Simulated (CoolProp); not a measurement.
Model: reference Helmholtz-energy equation of state, Lemmon 2006, in CoolProp. It is a short technical equation, of lower accuracy than the large ones.

Q: For nitrous oxide, give the phase and the density (kg/m³), cp (kJ/(kg K)), speed of sound (m/s), Joule-Thomson coefficient (K/MPa) at 329.8 K and 1.51 MPa; 329.8 K and 2.72 MPa; 329.8 K and 3.02 MPa.

A: 
- 329.8 K and 1.51 MPa: gas; density 25.8, cp 0.988, speed of sound 271, Joule-Thomson coefficient 8.74
- 329.8 K and 2.72 MPa: gas; density 49.2, cp 1.08, speed of sound 262, Joule-Thomson coefficient 8.80
- 329.8 K and 3.02 MPa: gas; density 55.5, cp 1.10, speed of sound 260, Joule-Thomson coefficient 8.81
